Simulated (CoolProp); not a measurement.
Properties of dodecamethylcyclohexasiloxane (D6) along the isobar 4.55 MPa (Tc = 372.6 °C, pc = 0.9614 MPa, ω = 0.736).

Computed with CoolProp (reference Helmholtz-energy equation of state, Colonna 2008). It is a short technical equation, of lower accuracy than the large ones.

```
T (°C)   phase  density (kg/m³)  cv (kJ/(kg K))  Joule-Thomson coefficient (K/MPa)  isothermal compressibility (1/MPa)
------  ------  ---------------  --------------  ---------------------------------  ----------------------------------
283.75  liquid            698.6           1.886                           -0.02363                                 ___
292.75  liquid            687.6           1.900                           0.008724                                 ___
301.75  liquid            676.4           1.913                            0.04397                             0.01614
310.75  liquid              ___           1.927                            0.08242                             0.01764
319.85  liquid            653.4           1.941                                ___                             0.01935
328.85  liquid            641.7             ___                             0.1707                             0.02124
337.85  liquid            629.7           1.967                                ___                             0.02338
346.85  liquid            617.6           1.980                                ___                                 ___
```

Some entries are withheld; supply them.


- 283.75, isothermal compressibility (1/MPa): 0.01362
- 292.75, isothermal compressibility (1/MPa): 0.01481
- 310.75, density (kg/m³): 665.1
- 319.85, Joule-Thomson coefficient (K/MPa): 0.1249
- 328.85, cv (kJ/(kg K)): 1.954
- 337.85, Joule-Thomson coefficient (K/MPa): 0.2206
- 346.85, Joule-Thomson coefficient (K/MPa): 0.2749
- 346.85, isothermal compressibility (1/MPa): 0.02577
